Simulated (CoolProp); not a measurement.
Properties of R1336mzz(E) at several states (Tc = 130.4 °C, pc = 27.79 bar, ω = 0.413).

Model: reference Helmholtz-energy equation of state, Akasaka 2023, in CoolProp.

```csv
T (°C),p (bar),phase,Z,cp (kJ/(kg K)),speed of sound (m/s)
49.05,0.186,gas,0.9946,0.8421,…
53.35,28,liquid,…,1.270,…
62.05,32.6,liquid,…,…,432.0
122.85,57,liquid,…,…,…
```

What belongs in the gaps?


- 49.05, speed of sound (m/s): 131.2
- 53.35, Z: 0.1356
- 53.35, speed of sound (m/s): 463.7
- 62.05, Z: 0.1573
- 62.05, cp (kJ/(kg K)): 1.282
- 122.85, Z: 0.2877
- 122.85, cp (kJ/(kg K)): 1.400
- 122.85, speed of sound (m/s): 242.7
